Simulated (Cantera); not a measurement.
Charge: 1 mol Fe2O3, 0.13 mol O2, 0.096 mol H2O, 3.4 mol SO2, equilibrated at 1 atm.

Method: chemical equilibrium by Gibbs-energy minimisation in Cantera with the NASA 1993 tables (ideal gas, pure condensed phases). Candidate condensed phases: Fe, FeO, Fe(OH)2, Fe(OH)3, FeS, FeSO4, FeS2, Fe2O3, Fe2(SO4)3, Fe3O4, H2O, H2SO4, S; 22 gas species. Kinetics and transport are ignored.

x: gas mole fraction; n: condensed amount in mol.

| T (K) | x SO2 | x SO3 | x H2O | x O2 | n FeSO4(s) | n Fe2O3(s) | n Fe2(SO4)3(s) |
|---|---|---|---|---|---|---|---|
| 848 | 0.967 | 0.00130 | 0.0322 | 7.96e-9 | 0.512 | 0.744 | 0 |
| 873 | 0.963 | 0.00500 | 0.0319 | 2.65e-7 | 0.490 | 0.755 | 0 |
| 898 | 0.951 | ? | 0.0311 | ? | ? | 0.796 | 0 |
| 923 | 0.922 | 0.0496 | 0.0282 | 0.000123 | 0 | 0.970 | 0.0300 |
| 948 | 0.899 | 0.0732 | 0.0274 | 0.000553 | 0 | 1.00 | 0 |
| 973 | 0.899 | 0.0723 | 0.0274 | 0.00102 | 0 | 1.00 | 0 |
| 998 | 0.900 | 0.0707 | 0.0274 | 0.00178 | 0 | 1.00 | 0 |
| 1023 | 0.901 | 0.0683 | 0.0274 | 0.00294 | 0 | 1.00 | 0 |
| 1048 | 0.903 | 0.0649 | 0.0273 | 0.00457 | 0 | 1.00 | 0 |
| 1073 | 0.906 | 0.0605 | 0.0273 | ? | 0 | 1.00 | 0 |
| 1098 | 0.908 | 0.0554 | 0.0272 | 0.00913 | 0 | 1.00 | 0 |
| 1123 | 0.911 | 0.0499 | 0.0271 | 0.0118 | 0 | 1.00 | 0 |

Q: Some entries are withheld; supply them.

A: 
- 1073, x O2: 0.00667
- 898, x SO3: 0.0181
- 898, x O2: 7.54e-6
- 898, n FeSO4(s): 0.408
